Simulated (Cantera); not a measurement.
A closed system holds: 1 mol Si2Cl6, 7.3 mol NH3, held at 0.0300 bar.

Method: chemical equilibrium by Gibbs-energy minimisation in Cantera with the NASA 1993 tables (ideal gas, pure condensed phases). Candidate condensed phases: NH4Cl, Si, Si3N4; 28 gas species. The feed counts by its element totals alone. The tables' values for SiCl3, SiCl, SiN are old estimates; treat these amounts as uncertain. Gases not in the tables: Si2H6 and higher silanes. Equilibrium is a limit: real reactors are often held back by kinetics, nucleation or transport.

Problem. At 1625 °C, list the 4 most abundant gas species with their mole fractions, and the condensed phases.

Solution. H2 0.549, N2 0.207, HCl 0.140, SiCl2 0.0975. Condensed: Si(l).
